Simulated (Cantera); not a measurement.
A closed system holds: 1 mol SiH₄, 13 mol N₂, 0.74 mol NH₃, equilibrated at 650 Pa.

Method: chemical equilibrium by Gibbs-energy minimisation in Cantera with the NASA 1993 tables (ideal gas, pure condensed phases). Candidate condensed phases: Si, Si₃N₄; 18 gas species. The tables' values for SiN are old estimates; treat these amounts as uncertain. Gases not in the tables: Si₂H₆ and higher silanes. Equilibrium is a limit: real reactors are often held back by kinetics, nucleation or transport.

x: gas mole fraction; n: condensed amount in mol.

```csv
T (°C),x N₂,x H₂,x Si,x H,x SiH,x Si₂N,n Si₃N₄(s),n Si(l)
427,0.803,0.197,<1e-12,<1e-12,<1e-12,<1e-12,0.333,0
627,0.803,0.197,<1e-12,6.43e-10,<1e-12,<1e-12,0.333,0
827,0.803,0.197,<1e-12,…,<1e-12,<1e-12,0.333,0
1027,0.803,0.197,1.39e-11,6.09e-6,4.12e-12,<1e-12,0.333,0
1227,0.803,0.197,7.05e-8,9.68e-5,8.08e-9,4.28e-10,0.333,0
1427,0.803,0.196,4.67e-5,0.000809,2.58e-6,1.65e-6,0.333,0
1627,0.808,0.186,…,…,…,…,0,…
1827,0.787,0.175,0.0205,0.0162,0.000375,0.000366,0,0.615
```

### Question
Complete the blanks.

### Answer

- 1627, x Si: 0.00194
- 1627, x H: 0.00424
- 1627, x SiH: 5.85e-5
- 1627, x Si₂N: 6.81e-5
- 1627, n Si(l): 0.963
- 827, x H: 1.42e-7
